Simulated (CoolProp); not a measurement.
Properties of ethylene along the isotherm 272.4 K (Tc = 282.4 K, pc = 5.042 MPa, ω = 0.087).

Model: reference Helmholtz-energy equation of state, Smukala 2000, in CoolProp.

| p (MPa) | phase | density (kg/m³) | cv (kJ/(kg K)) | isothermal compressibility (1/MPa) | expansivity (1/kK) | fugacity coefficient |
|---|---|---|---|---|---|---|
| 6.3 | liquid | 380.4 | 1.420 | 0.02602 | 9.283 | 0.4842 |
| 12.6 | liquid | 419.6 | 1.389 | 0.01027 | 4.922 | 0.2939 |
| 18.9 | liquid | 441.8 | 1.389 | 0.006644 | 3.712 | 0.2348 |
| 25.2 | liquid | 458.0 | 1.396 | 0.004975 | 3.091 | 0.2094 |
| 31.5 | liquid | 471.1 | 1.404 | 0.004003 | 2.699 | 0.1982 |
| 37.8 | liquid | 482.1 | 1.412 | 0.003362 | 2.424 | 0.1945 |
| 44.1 | liquid | 491.6 | 1.421 | 0.002905 | 2.217 | 0.1957 |
| 50.4 | liquid | 500.1 | 1.430 | 0.002563 | 2.055 | 0.2004 |
